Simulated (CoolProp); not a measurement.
Hydrogen chloride at 293.15 K and 1.29 MPa is throttled through a valve to 0.346 MPa with no heat exchange. Each further row changes one setting.

The numbers come from the reference Helmholtz-energy equation of state, Thol 2018 in CoolProp.

```tsv
case	temperature change (K)	final density (kg/m³)
as stated	…	5.63
outlet pressure 0.104 MPa	…	1.69
outlet pressure 0.45 MPa	-14.3	…
```

**Question.** Fill in the missing entries.

**Answer.** 
- as stated, temperature change (K): -16.3
- outlet pressure 0.104 MPa, temperature change (K): -20.9
- outlet pressure 0.45 MPa, final density (kg/m³): 7.32
